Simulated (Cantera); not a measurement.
Input: 1 mol CO, 3.2 mol CO2, 0.55 mol H2, 0.52 mol NH3, at 2623.15 K and 100000 Pa.

Cantera equilibrium calculation (NASA polynomials, part measured and part estimated; ideal gas, pure solids and liquids). Candidate condensed phases: C, C6H6, C7H8, C8H18, H2O; 136 gas species. The numbers say what is thermodynamically allowed, not how fast it happens.

Base state: CO 0.376, CO2 0.338, H2O 0.186, N2 0.0438, H2 0.0316, OH 0.0104, H 0.00750, O2 0.00380 (mole fractions); condensed: gas only.

### Question
What changes in the equilibrium state with this change: temperature from 2623.15 K to 1925 K?

### Answer
```
species    before     after
-------  --------  --------
CO2         0.338     0.366
CO          0.376     0.360
H2O         0.186     0.187
H2         0.0316    0.0427
OH         0.0104   7.47e-5
N2         0.0438    0.0449
O2        0.00380   4.91e-7
O         0.00159   2.58e-7
NO       0.000896   2.26e-6
H         0.00750  0.000198
```

### Question
What changes in the equilibrium state with this change: temperature from 2623.15 K to 2425 K?

### Answer
```csv
species,before,after
CO,0.376,0.369
CO2,0.338,0.353
H2O,0.186,0.192
OH,0.0104,0.00356
H2,0.0316,0.0335
N2,0.0438,0.0446
O2,0.00380,0.000549
O,0.00159,0.000232
```
